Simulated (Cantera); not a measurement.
Cantera run:

```python
import numpy as np
import cantera as ct

gas_names = """
    N NO NO2 NO3 N2 N2O O O2 O3 V VN VO VO2
""".split()
cond_names = """
    V(cr) V(L) VN(s) VO(s) VO(L) V2O3(s) V2O3(L) V2O4(I) V2O4(II) V2O4(L) V2O5(s) V2O5(L)
""".split()


# ... load() reads the species with a 1 bar reference pressure and builds the phases ...
atoms = {
    'V': {'V': 1},
    'N2O': {'N': 2, 'O': 1},
    'N2': {'N': 2},
}
top_T = {'VN(s)': 2300}  # K; cautious upper limits of use, not melting points


# ... equilibrate(T, P, feed) seeds the gas with the atoms and calls Mixture.equilibrate('TP', solver="vcs", rtol=1e-11, max_steps=5000) ...
results = []
feed = {'V': 1, 'N2O': 2.6, 'N2': 0.42}  # mol
P = 100000  # Pa
for T in [823, 1023, 1223, 1423, 1623, 1823, 2023, 2223]:
    mix = equilibrate(T, P, feed)
    results.append((T, P, feed, dict(zip(mix.species_names, mix.species_moles))))
    x = sorted(zip(gas.X, gas.species_names), reverse=True)
    print(f"T = {T:g} K  P = {P:g} Pa  gas = {mix.phase_moles(0):.4g} mol")
    print("   x: " + "  ".join(f"{s} {v:.3e}" for v, s in x if v > 1e-06))
    print("   condensed (mol): " + ("  ".join(f"{mix.phase(i).name} {mix.phase_moles(i):.4g}"
          for i in range(1, mix.n_phases) if mix.phase_moles(i) > 1e-12) or "none"))
```

It prints:

```
T = 823 K  P = 100000 Pa  gas = 3.07 mol
   x: N2 9.837e-01  O2 1.629e-02
   condensed (mol): V2O5(s) 0.5
T = 1023 K  P = 100000 Pa  gas = 3.07 mol
   x: N2 9.837e-01  O2 1.628e-02  NO 1.246e-05
   condensed (mol): V2O5(L) 0.5
T = 1223 K  P = 100000 Pa  gas = 3.07 mol
   x: N2 9.837e-01  O2 1.625e-02  NO 7.222e-05
   condensed (mol): V2O5(L) 0.5
T = 1423 K  P = 100000 Pa  gas = 3.077 mol
   x: N2 9.814e-01  O2 1.836e-02  NO 2.715e-04
   condensed (mol): V2O4(II) 0.01385  V2O5(L) 0.4861
T = 1623 K  P = 100000 Pa  gas = 3.237 mol
   x: N2 9.324e-01  O2 6.627e-02  NO 1.304e-03  O 4.896e-06  NO2 2.787e-06  VO2 1.422e-06
   condensed (mol): V2O4(II) 0.3332  V2O5(L) 0.1668
T = 1823 K  P = 100000 Pa  gas = 3.32 mol
   x: N2 9.080e-01  O2 8.876e-02  NO 3.133e-03  VO2 5.077e-05  O 4.494e-05  NO2 4.899e-06
   condensed (mol): V2O4(L) 0.4999
T = 2023 K  P = 100000 Pa  gas = 3.322 mol
   x: N2 9.062e-01  O2 8.735e-02  NO 5.639e-03  VO2 5.945e-04  O 2.355e-04  NO2 6.072e-06
   condensed (mol): V2O4(L) 0.499
T = 2223 K  P = 100000 Pa  gas = 3.336 mol
   x: N2 9.008e-01  O2 8.495e-02  NO 9.043e-03  VO2 4.242e-03  O 9.109e-04  NO2 7.138e-06
   condensed (mol): V2O4(L) 0.4929
```

These are equilibrium values from Cantera (NASA tables, ideal gas, pure condensed phases), not measurements of a reactor. Mutual solubility and eutectic melting of coexisting phases are not modelled. Condensed phases not in the tables: the oxides between V2O3 and V2O5 other than VO2. Gases not in the tables: V4O10.
